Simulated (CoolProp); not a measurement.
Vapour-liquid equilibrium of ethanol (1) + cyclohexane (2) at 10.9 bar; x and y are mole fractions of (1).

Computed with CoolProp (multi-fluid Helmholtz-energy mixture model, Schroeder 2014 and Zhou 2014; pair parameters Bell 2016).

```csv
x,bubble temperature (K),y at the bubble point,dew temperature at overall composition x (K),liquid density (mol/L)
0.05,448.6,0.186,457.1,7.370
0.125,438.0,0.350,452.4,7.726
0.2,432.0,0.443,447.6,8.046
0.275,428.6,0.501,442.8,8.366
0.35,426.5,0.543,438.0,8.708
0.425,425.1,0.575,433.2,9.084
0.5,424.2,0.605,428.7,9.507
0.575,423.6,0.635,425.1,9.984
0.65,423.3,0.670,423.4,10.52
0.725,423.3,0.712,423.3,11.13
0.8,423.6,0.765,424.0,11.80
0.875,424.5,0.835,425.1,12.54
0.95,426.0,0.926,426.4,13.36
```

y crosses x between x = 0.65 and 0.725: the model has an azeotrope there.

The pair parameters rest on a limited set of measurements; away from them the model extrapolates.
